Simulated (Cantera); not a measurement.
A jet of 3.32 % H₂, 19.5 % O₂, 77.1 % N₂ at 300 K and 0.230 bar hits a platinum plate 4.2 cm away at a mass flux of 0.024 kg/m²/s; the plate temperature is set and raised in steps from an oxygen-covered start.

Computed with Cantera and Deutschmann's 1995 Pt surface mechanism with GRI-Mech 3.0 gas chemistry. Catalytic surfaces can have several steady states; this one follows from the mechanism file's or the stated starting coverage.

x: mole fraction at the wall; θ: surface coverage.

| plate T (K) | wall x H₂ | wall x O₂ | wall x H₂O | wall x OH | θ free Pt | θ O* | θ OH* |
|---|---|---|---|---|---|---|---|
| 600 | 0.00222 | 0.163 | 0.0598 | <1e-8 | 0.0225 | 0.970 | 0.00752 |
| 650 | 0.00220 | 0.163 | 0.0594 | <1e-8 | 0.0239 | 0.971 | 0.00506 |
| 700 | 0.00204 | 0.163 | 0.0593 | <1e-8 | ___ | 0.969 | ___ |
| 750 | 0.00158 | 0.162 | 0.0598 | <1e-8 | 0.0368 | 0.960 | 0.00314 |
| 800 | ___ | 0.162 | 0.0605 | <1e-8 | ___ | 0.938 | 0.00297 |
| 850 | 0.000685 | 0.162 | 0.0609 | 1.35e-8 | 0.0940 | 0.903 | 0.00287 |
| 900 | 0.000483 | 0.161 | 0.0611 | 4.09e-8 | 0.140 | 0.858 | 0.00272 |

Q: Fill in the missing entries.

A: 
- 700, θ free Pt: 0.0270
- 700, θ OH*: 0.00372
- 800, wall x H₂: 0.00105
- 800, θ free Pt: 0.0589
